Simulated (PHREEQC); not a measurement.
Spent oxide etchant

Dissolve 0.0056 mol/kgw HF and 0.0055 mol/kgw H2SiF6 at 50 °C. Closed to the air; pH follows from the charge balance.

All values are PHREEQC results (ion-association model, phreeqc.dat), not measurements.

Each row changes one thing in this solution. Precipitation was switched off in this run.

```
case                                                pH  ionic strength (mol/kgw)  HF (mol/kgw)  F- (mol/kgw)  HF2- (mol/kgw)
------------------------------------------------  ----  ------------------------  ------------  ------------  --------------
as made                                           2.04                    0.0152       0.00870      0.000451         1.70e-5
H2SiF6 replaced by NaBF4 at the same molality     2.84                   0.00705           [?]           [?]         6.13e-5
HF left out                                       2.10                    0.0131       0.00719           [?]         1.32e-5
H2SiF6 replaced by (CH3)4NF at the same molality   [?]                   0.00593       0.00505       0.00580        0.000127
diluted 10-fold with water                        2.96                   0.00121       0.00239      0.000955         9.91e-6
```

Some entries are withheld; supply them.


- H2SiF6 replaced by NaBF4 at the same molality, HF (mol/kgw): 0.00666
- H2SiF6 replaced by NaBF4 at the same molality, F- (mol/kgw): 0.00212
- HF left out, F- (mol/kgw): 0.000424
- H2SiF6 replaced by (CH3)4NF at the same molality, pH: 3.40

Some of these states are supersaturated (in Quartz (slow to form), Chalcedony (slow to form), for instance). Away from 25 °C the constants follow the database's enthalpies or fits; those with neither stay at their 25 °C values. Real BF4- forms and hydrolyses slowly; the run takes it at equilibrium.
